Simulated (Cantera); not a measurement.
## Equilibrium for abatement and gas-phase synthesis: S + H2

Input: 1 mol S, 0.11 mol H2, held at 0.100 bar.

Cantera equilibrium calculation (NASA polynomials, part measured and part estimated; ideal gas, pure solids and liquids). Candidate condensed phases: S; 14 gas species. Ions and electrons are included (thermal ionisation). Equilibrium is a limit: real reactors are often held back by kinetics, nucleation or transport.

```
T (K)    x S      x S2     x H      x H2      x SH     x H2S
-----  -----  --------  ------  --------  --------  --------
2500   0.114     0.679  0.0279     0.123    0.0500   0.00637
3000   0.462     0.333   0.113    0.0510    0.0405  0.000899
3500   0.742    0.0698   0.169   0.00817    0.0112   3.93e-5
4000   0.806    0.0124   0.178   0.00125   0.00252   1.72e-6
4500   0.816   0.00293   0.180  0.000270  0.000717   1.33e-7
5000   0.818  0.000900   0.180   7.84e-5  0.000257   1.68e-8
```
x: gas mole fraction; nothing condenses.

From 2500 K to 5000 K nothing is condensed.
